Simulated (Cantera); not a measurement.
S + H2O + H2 (abatement and gas-phase synthesis)

Feed: 1 mol S, 0.24 mol H2O, 0.086 mol H2, at 0.220 bar.

Equilibrium computed with Cantera from the NASA thermochemical tables; the gas is ideal and each condensed phase is pure. Candidate condensed phases: H2O, H2SO4, S; 19 gas species. Kinetics and transport are ignored.

From 2450 K to 3150 K nothing is condensed.

```tsv
T (K)	x S2	x S	x H2	x H	x SO	x H2O	x SH	x SO2	x H2S
2450	0.426	0.0492	0.218	0.0200	0.0879	0.0898	0.0492	0.0405	0.0145
2550	0.393	0.0720	0.218	0.0310	0.103	0.0754	0.0543	0.0364	0.0117
2650	0.357	0.101	0.212	0.0460	0.117	0.0620	0.0582	0.0318	0.00925
2750	0.316	0.137	0.202	0.0656	0.127	0.0499	0.0603	0.0270	0.00715
2850	0.273	0.178	0.188	0.0898	0.135	0.0392	0.0604	0.0225	0.00537
2950	0.230	0.223	0.169	0.118	0.139	0.0301	0.0583	0.0184	0.00389
3050	0.187	0.269	0.147	0.150	0.139	0.0225	0.0541	0.0147	0.00271
3150	0.147	0.314	0.124	0.184	0.135	0.0164	0.0482	0.0116	0.00181
```
x: gas mole fraction; nothing condenses.
